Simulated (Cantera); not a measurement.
Cantera run:

```python
import numpy as np
import cantera as ct

gas_names = """
    H HNO HNO2 HNO3 HO2 H2 H2O H2O2 N NH NH2 NH3 NH2OH NO NO2 NO3 N2 N2H2 N2H4 N2O O OH O2 O3 Si SiH
    SiH2 SiH3 SiH4 SiN SiO SiO2 Si2 Si2N Si3
""".split()
cond_names = """
    H2O(s) H2O(L) Si(cr) Si(L) SiO2(Lqz) SiO2(hqz) SiO2(L) Si2N2O(s) Si3N4(a)
""".split()


def load(file, names, dense=False):
    # The tables refer to 1 bar. Condensed volumes are neglected.
    table = {s.name: s for s in ct.Species.list_from_file(file)}
    out = []
    for n in names:
        d = dict(table[n].input_data)
        d["thermo"] = dict(d["thermo"], **{"reference-pressure": 1e5})
        if dense:
            d["equation-of-state"] = {"model": "constant-volume", "density": "1e6 g/cm^3"}
        out.append(ct.Species.from_dict(d))
    return out


gas = ct.Solution(thermo="ideal-gas", species=load("nasa_gas.yaml", gas_names))
cond = {s.name: ct.Solution(thermo="fixed-stoichiometry", species=[s], name=s.name)
        for s in load("nasa_condensed.yaml", cond_names, dense=True)}
atoms = {
    'Si2H6': {'Si': 2, 'H': 6},
    'O3': {'O': 3},
    'N2': {'N': 2},
}
top_T = {'Si2N2O(s)': 2100, 'Si3N4(a)': 2400}  # K; cautious upper limits of use, not melting points


def equilibrate(T, P, feed):
    n = {}
    for name, mol in feed.items():
        for a, k in atoms[name].items():
            n[a] = n.get(a, 0.0) + k * mol
    gas.TPX = T, P, n
    mass = sum(n.values()) * gas.mean_molecular_weight
    gas.equilibrate("TP")
    valid = [c for c in cond.values() if c.min_temp <= T <= top_T.get(c.name, c.max_temp)]
    mix = ct.Mixture([(gas, mass / gas.mean_molecular_weight)] + [(c, 0.0) for c in valid])
    mix.T, mix.P = T, P
    mix.equilibrate("TP", solver="vcs", rtol=1e-11, max_steps=5000)
    return mix


results = []
feed = {'Si2H6': 1, 'O3': 0.085, 'N2': 10}  # mol
T = 1798.15  # K
P = 380  # Pa
mix = equilibrate(T, P, feed)
results.append((T, P, feed, dict(zip(mix.species_names, mix.species_moles))))
print(gas.report(threshold=0.0001))
for i in range(1, mix.n_phases):
    print(f"{mix.phase(i).name:16s} {mix.phase_moles(i):12.5e} mol")
```

It prints:

```
       temperature   1798.2 K
          pressure   380 Pa
           density   0.00056974 kg/m^3
  mean mol. weight   22.416 kg/kmol
   phase of matter   gas

                          1 kg             1 kmol
                     ---------------   ---------------
          enthalpy        2.1115e+06        4.7332e+07  J
   internal energy        1.4446e+06        3.2381e+07  J
           entropy             12755        2.8591e+05  J/K
    Gibbs function       -2.0824e+07       -4.6678e+08  J
 heat capacity c_p            1565.8             35098  J/K
 heat capacity c_v            1194.9             26784  J/K

                      mass frac. Y      mole frac. X     chem. pot. / RT
                     ---------------   ---------------   ---------------
                 H        0.00012184         0.0027094           -13.107
                H2          0.020187           0.22445           -26.214
                N2           0.94073           0.75274           -32.444
                Si         0.0010192        0.00081347            -5.264
               SiO          0.037751          0.019195           -45.522
     [  +30 minor]        0.00019502        9.0552e-05

Si(L)             1.73248e+00 mol
SiO2(L)           0.00000e+00 mol
Si2N2O(s)         0.00000e+00 mol
Si3N4(a)          0.00000e+00 mol
```

Method: chemical equilibrium by Gibbs-energy minimisation in Cantera with the NASA 1993 tables (ideal gas, pure condensed phases). The feed counts by its element totals alone. The tables' values for SiN are old estimates; treat these amounts as uncertain.
